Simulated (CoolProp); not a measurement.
Vapour-liquid equilibrium of isobutene (1) + n-octane (2) at 29.25 °C; x and y are mole fractions of (1).

Model: multi-fluid Helmholtz-energy mixture model, Lemmon 2005 and Beckmüller 2019; pair parameters Bell 2016, in CoolProp.

Give the bubble pressure and the first vapour's composition at x = 0.35, 0.65, 0.8. Is there an azeotrope?

x = 0.35: 0.1165 MPa, y = 0.985; x = 0.65: 0.2183 MPa, y = 0.995; x = 0.8: 0.2720 MPa, y = 0.998. No azeotrope shows between x = 0.05 and 0.95.

The pair parameters rest on a limited set of measurements; away from them the model extrapolates.
